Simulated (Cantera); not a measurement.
A perfectly stirred reactor is fed with 17.1 % CO, 0.905 % H2, 15.8 % O2, 66.2 % N2, at 13.0 bar; it is adiabatic with a 675 K inlet, and is followed from long to short residence time, starting on the burning branch (τ in s: 0.085, 0.034, 0.014, 0.0057, 0.0023, 0.00093, 0.00038, 0.00015, 6.2e-05, 2.5e-05).

Detailed kinetics in Cantera: GRI-Mech 3.0 (53 species, 325 reactions). The hydrogen kinetics of GRI-Mech 3.0 are dated; newer H2 mechanisms differ, most at raised pressure. The pressure lies above the range GRI-Mech 3.0 was tuned for (to about 10 atm).

Question: Predict: blow-out, bracketed by the residence times tried; x(CO) at τ = 85.0 ms; x(H2) at τ = 85.0 ms; x(O2) at τ = 85.0 ms; x(O) at τ = 85.0 ms; x(H) at τ = 85.0 ms; x(CO) at τ = 0.930 ms; x(H2) at τ = 0.930 ms; x(O2) at τ = 0.930 ms; x(O) at τ = 0.930 ms; x(H) at τ = 0.930 ms.

Answer: 
```
Property                                                                       Result
------------------------------------------------  -----------------------------------
blow-out, bracketed by the residence times tried  burning at 0.150 ms, out at 62.0 µs
x(CO) at τ = 85.0 ms                                                         0.000843
x(H2) at τ = 85.0 ms                                                          7.97e-6
x(O2) at τ = 85.0 ms                                                           0.0738
x(O) at τ = 85.0 ms                                                          0.000133
x(H) at τ = 85.0 ms                                                           3.08e-6
x(CO) at τ = 0.930 ms                                                         0.00931
x(H2) at τ = 0.930 ms                                                         6.58e-5
x(O2) at τ = 0.930 ms                                                          0.0779
x(O) at τ = 0.930 ms                                                          0.00105
x(H) at τ = 0.930 ms                                                          6.82e-5
```
